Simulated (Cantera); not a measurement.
A perfectly stirred reactor is fed with CH4 : H2O = 1 : 1 (molar parts), at 5.60 bar; it is held at 2200 K, and followed from long to short residence time.

Cantera simulation using GRI-Mech 3.0 (53 species, 325 reactions); the numbers are that mechanism's predictions, not measurements.

x: mole fraction; the columns are a selection and need not sum to one.

```tsv
τ (s)	x CH4	x H2O	x HCO	x C2H	x CH2CO
4.9	0.000924	0.00377	6.71e-7	1.44e-7	(withheld)
1.2	0.00158	0.00756	6.61e-7	3.03e-7	(withheld)
0.30	0.00281	0.0150	6.43e-7	6.18e-7	(withheld)
0.076	0.00512	0.0291	6.11e-7	1.23e-6	(withheld)
0.019	0.00945	0.0556	5.60e-7	2.38e-6	(withheld)
0.0048	0.0172	0.101	4.97e-7	4.39e-6	(withheld)
0.0012	0.0308	0.169	4.67e-7	7.44e-6	(withheld)
```

**Question.** Some entries are withheld; supply them.

**Answer.** 
- 4.9, x CH2CO: 2.93e-7
- 1.2, x CH2CO: 5.78e-7
- 0.30, x CH2CO: 1.31e-6
- 0.076, x CH2CO: 3.38e-6
- 0.019, x CH2CO: 9.61e-6
- 0.0048, x CH2CO: 2.69e-5
- 0.0012, x CH2CO: 6.71e-5
